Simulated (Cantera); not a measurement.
Mixture: 11.3 % CH₄, 4.40 % CO, 17.7 % O₂, 66.6 % N₂, at 2250 Torr, adiabatic and at constant pressure. Ignition delay is the time to a rise of 400 K.

Detailed kinetics in Cantera: GRI-Mech 3.0 (53 species, 325 reactions).

Problem. Predict: delay at 1123 K; delay at 1273 K; delay at 1423 K; delay at 1573 K; delay at 1723 K; apparent activation energy between 1573 and 1723 K.

Solution. 
```json
{
  "delay at 1123 K": "94.2 ms",
  "delay at 1273 K": "10.2 ms",
  "delay at 1423 K": "1.54 ms",
  "delay at 1573 K": "0.304 ms",
  "delay at 1723 K": "81.3 µs",
  "apparent activation energy between 1573 and 1723 K": "200 kJ/mol"
}
```
